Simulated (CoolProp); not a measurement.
Vapour-liquid equilibrium of n-heptane (1) + n-dodecane (2) at 360.9 K; x and y are mole fractions of (1).

The numbers come from the multi-fluid Helmholtz-energy mixture model, Span 2003 and Lemmon 2004; pair parameters Bell 2016 in CoolProp.

### Question
Give the bubble pressure and the first vapour's composition at x = 0.25, 0.55, 0.85. Is there an azeotrope?

### Answer
x = 0.25: 0.01898 MPa, y = 0.955; x = 0.55: 0.04127 MPa, y = 0.987; x = 0.85: 0.06243 MPa, y = 0.997. No azeotrope shows between x = 0.05 and 0.95.

The pair parameters rest on a limited set of measurements; away from them the model extrapolates. The gap from Raoult's law changes sign with composition, which may be real or a fault of the pair parameters; it wasn't checked against measurements.
